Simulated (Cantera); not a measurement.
Feed: 1 mol Ti, 0.017 mol H₂O, 0.83 mol CO, 0.0013 mol O₂, held at 0.280 bar.

Method: chemical equilibrium by Gibbs-energy minimisation in Cantera with the NASA 1993 tables (ideal gas, pure condensed phases). Candidate condensed phases: C, C₆H₆, C₇H₈, C₈H₁₈, H₂O, Ti, TiC, TiO, TiO₂, Ti₂O₃, Ti₃O₅, Ti₄O₇; 113 gas species. Mutual solubility and eutectic melting of coexisting phases are not modelled. TiC: taken at fixed stoichiometry. The numbers say what is thermodynamically allowed, not how fast it happens.

**Question.** At 1175 K, list the 4 most abundant gas species with their mole fractions, and the condensed phases.

**Answer.** H₂ 0.992, CH₄ 0.00527, CO 0.00291, H₂O 2.80e-5. Condensed: C(graphite) + TiC(s) + Ti₃O₅(s).
